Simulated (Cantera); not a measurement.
Charge: 1 mol Si3N4, 1.1 mol CO2, 82 mol N2, 0.49 mol H2O, held at 4.95 Torr.

Equilibrium computed with Cantera from the NASA thermochemical tables; the gas is ideal and each condensed phase is pure. Candidate condensed phases: C, C6H6, C7H8, C8H18, H2O, Si, SiC, SiO2, Si2N2O, Si3N4; 151 gas species. Mutual solubility and eutectic melting of coexisting phases are not modelled. The tables' values for SiN are old estimates; treat these amounts as uncertain. Rates play no part.

log p: log10 of the partial pressure in bar; n: condensed amount in mol.

```json
[
 {"T (°C)": "1400", "log p N2": "-2.19", "log p SiO": "-4.42", "log p Si": "-7.20", "log p CO": "-4.11", "log p H2": "-4.42", "log p H": "-6.16", "log p Si2C": "-9.49", "n SiC(s)": "0.1000", "n Si2N2O(s)": "1.21"},
 {"T (°C)": "1450", "log p N2": "-2.19", "log p SiO": "-4.00", "log p Si": "-6.48", "log p CO": "-4.25", "log p H2": "-4.43", "log p H": "-5.95", "log p Si2C": "-8.64", "n SiC(s)": "0.374", "n Si2N2O(s)": "0.655"},
 {"T (°C)": "1500", "log p N2": "-2.20", "log p SiO": "-3.76", "log p Si": "-5.82", "log p CO": "-4.51", "log p H2": "-4.44", "log p H": "-5.77", "log p Si2C": "-7.86", "n SiC(s)": "0.693", "n Si2N2O(s)": "0"},
 {"T (°C)": "1550", "log p N2": "-2.20", "log p SiO": "-3.77", "log p Si": "-5.45", "log p CO": "-4.50", "log p H2": "-4.45", "log p H": "-5.59", "log p Si2C": "-7.37", "n SiC(s)": "0.677", "n Si2N2O(s)": "0"},
 {"T (°C)": "1600", "log p N2": "-2.20", "log p SiO": "-3.77", "log p Si": "…", "log p CO": "-4.46", "log p H2": "-4.46", "log p H": "…", "log p Si2C": "…", "n SiC(s)": "0.643", "n Si2N2O(s)": "0"},
 {"T (°C)": "1650", "log p N2": "-2.20", "log p SiO": "-3.78", "log p Si": "-4.79", "log p CO": "-4.41", "log p H2": "-4.47", "log p H": "-5.26", "log p Si2C": "-6.50", "n SiC(s)": "0.577", "n Si2N2O(s)": "0"},
 {"T (°C)": "1700", "log p N2": "-2.20", "log p SiO": "-3.81", "log p Si": "…", "log p CO": "…", "log p H2": "-4.48", "log p H": "…", "log p Si2C": "…", "n SiC(s)": "…", "n Si2N2O(s)": "0"},
 {"T (°C)": "1750", "log p N2": "-2.20", "log p SiO": "-3.85", "log p Si": "-4.28", "log p CO": "-4.23", "log p H2": "-4.51", "log p H": "-4.97", "log p Si2C": "-5.80", "n SiC(s)": "0.281", "n Si2N2O(s)": "0"},
 {"T (°C)": "1800", "log p N2": "-2.20", "log p SiO": "-3.91", "log p Si": "-4.07", "log p CO": "-4.11", "log p H2": "-4.54", "log p H": "-4.85", "log p Si2C": "-5.50", "n SiC(s)": "0.0128", "n Si2N2O(s)": "0"}
]
```

**Question.** Complete the blanks.

**Answer.** 
- 1600, log p Si: -5.10
- 1600, log p H: -5.42
- 1600, log p Si2C: -6.92
- 1700, log p Si: -4.52
- 1700, log p CO: -4.33
- 1700, log p H: -5.11
- 1700, log p Si2C: -6.13
- 1700, n SiC(s): 0.463
